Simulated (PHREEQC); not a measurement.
Solution A (78 mmol/kgw H2SO4, 0.48 mmol/kgw K2SO4 and 0.79 mmol/kgw CuSO4) is mixed with solution B (0.031 mol/kgw NaOH, 0.00022 mol/kgw NaAlO2 and 0.00093 mol/kgw (CH3)4NCl) at 25 °C; shares are by mass of water, 1 kg in all. O2 is buffered at 0.21 atm. CO2 from the air is kept out. The run lets Gibbsite, Tenorite, Brochantite, Antlerite, Atacamite, Basaluminite, Halite, Mirabilite, Chalcanthite, AlumK precipitate or redissolve, and no other solid.

The numbers come from PHREEQC with the ion-association model, wateq4f.dat.

| share of solution B | pH | Tenorite (mol) | Al(OH)4- (mol/kgw) | HSO4- (mol/kgw) | Cu+2 (mol/kgw) | AlSO4+ (mol/kgw) |
|---|---|---|---|---|---|---|
| 0 | 1.11 | 0 | 0 | 0.0614 | 0.000534 | 0 |
| 0.1 | 1.16 | 0 | 0 | 0.0539 | 0.000477 | 1.53e-5 |
| 0.2 | 1.23 | 0 | 0 | 0.0464 | 0.000420 | 3.08e-5 |
| 0.3 | 1.30 | 0 | 0 | 0.0389 | 0.000364 | 4.65e-5 |
| 0.4 | 1.38 | 0 | 0 | 0.0315 | 0.000309 | 6.25e-5 |
| 0.5 | 1.50 | 0 | 0 | 0.0241 | 0.000255 | 7.87e-5 |
| 0.6 | 1.65 | 0 | 0 | 0.0167 | 0.000201 | 9.52e-5 |
| 0.7 | 1.89 | 0 | 0 | 0.00940 | 0.000148 | 0.000112 |
| 0.8 | 2.52 | 0 | 0 | 0.00218 | 9.70e-5 | 0.000129 |
| 0.9 | 12.00 | 7.81e-5 | 0.000198 | 4.29e-13 | 0 | 0 |
| 1 | 12.42 | 0 | 0.000220 | 0 | 0 | 0 |

Tenorite from share of solution B = 0.9 (pH 12.00), last present at share of solution B = 0.9.

(CH3)4N+ isn't in the database: it is added as a free cation with an ion size of 4 Å. The database's constant for dissolved Cu(OH)2 is higher than later reviews accept.
